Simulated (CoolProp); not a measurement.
Vapour-liquid equilibrium of toluene (1) + n-decane (2) at 0.00323 MPa; x and y are mole fractions of (1).

Computed with CoolProp (multi-fluid Helmholtz-energy mixture model, Lemmon 2006 and Lemmon 2006; pair parameters Bell 2016).

| x | bubble temperature, mixture model (K) | bubble temperature, Raoult's law (K) | y, mixture model | y, Raoult's law |
|---|---|---|---|---|
| 0.05 | 338.9 | 339.7 | 0.395 | 0.370 |
| 0.125 | 328.4 | 330.4 | 0.681 | 0.643 |
| 0.2 | 320.8 | 323.6 | 0.810 | 0.776 |
| 0.275 | 315.2 | 318.4 | 0.876 | 0.850 |
| 0.35 | 311.0 | 314.2 | 0.913 | 0.896 |
| 0.425 | 307.8 | 310.7 | 0.937 | 0.926 |
| 0.5 | 305.3 | 307.7 | 0.952 | 0.947 |
| 0.575 | 303.2 | 305.1 | 0.963 | 0.962 |
| 0.65 | 301.5 | 302.9 | 0.972 | 0.973 |
| 0.725 | 299.9 | 300.9 | 0.979 | 0.981 |
| 0.8 | 298.5 | 299.1 | 0.985 | 0.988 |
| 0.875 | 297.2 | 297.5 | 0.991 | 0.993 |
| 0.95 | 295.9 | 296.0 | 0.996 | 0.998 |

The largest gap from Raoult's law is -3.2 K in bubble temperature, at x = 0.35. No azeotrope shows between x = 0.05 and 0.95.

The pair parameters rest on a limited set of measurements; away from them the model extrapolates.
